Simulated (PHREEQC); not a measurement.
Make-up at 50 °C: 26 mmol/kgw NaOH and 1.6 mmol/kgw K2SiO3. Closed to the air; pH follows from the charge balance.

All values are PHREEQC results (ion-association model, phreeqc.dat), not measurements.

| quantity | before | after |
|---|---|---|
| pH | 11.62 | 10.47 |
| ionic strength (mol/kgw) | 0.0295 | 0.00321 |

**Question.** Name the change that produced these shifts.
A. temperature from 50 to 45 °C
B. NaOH left out
C. K2SiO3 left out
D. diluted 100-fold with water
E. NaOH from 0.026 to 0.26 mol/kgw

**Answer.** B, NaOH left out

Precipitation was switched off in this run. At this temperature some constants are extrapolated from 25 °C, and those without enthalpy data are left unchanged.
